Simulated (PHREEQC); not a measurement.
Buffer with alkaline etch or developer: speciation

Solution A (22 mmol/kgw NaHCO3 and 0.47 mmol/kgw NH3) is mixed with solution B (0.023 mol/kgw LiOH and 0.00018 mol/kgw H3BO3) at 20 °C; shares are by mass of water, 1 kg in all. Oxygen alone is held at its pressure in air (log pO2 = -0.68). No CO2 enters from the air. No solid was allowed to form.

All values are PHREEQC results (ion-association model, phreeqc.dat), not measurements.

```
share of solution B     pH  H2BO3- (mol/kgw)  HCO3- (mol/kgw)  CO3-2 (mol/kgw)  H3BO3 (mol/kgw)
-------------------  -----  ----------------  ---------------  ---------------  ---------------
0                     8.54                 0           0.0211         0.000463                0
0.05                  9.02           3.51e-6           0.0192          0.00129          5.49e-6
0.15                  9.51           1.80e-5           0.0150          0.00314          9.04e-6
0.2                   9.69           2.71e-5           0.0128          0.00412          8.94e-6
0.3                  10.04           4.70e-5          0.00851          0.00613          6.98e-6
0.35                 10.23           5.75e-5          0.00636          0.00714          5.49e-6
0.45                 10.77           7.88e-5          0.00228          0.00902          2.16e-6
0.5                  11.20           8.91e-5         0.000874          0.00938          8.99e-7
0.55                 11.57           9.86e-5         0.000357          0.00890          4.27e-7
0.65                 11.95          0.000117         0.000120          0.00717          2.10e-7
0.7                  12.07          0.000126          7.99e-5          0.00621          1.74e-7
0.8                  12.24          0.000144          3.72e-5          0.00422          1.35e-7
0.85                 12.30          0.000153          2.43e-5          0.00319          1.24e-7
0.95                 12.41          0.000171          6.52e-6          0.00108          1.08e-7
1                    12.46          0.000180                0                0          1.03e-7
```
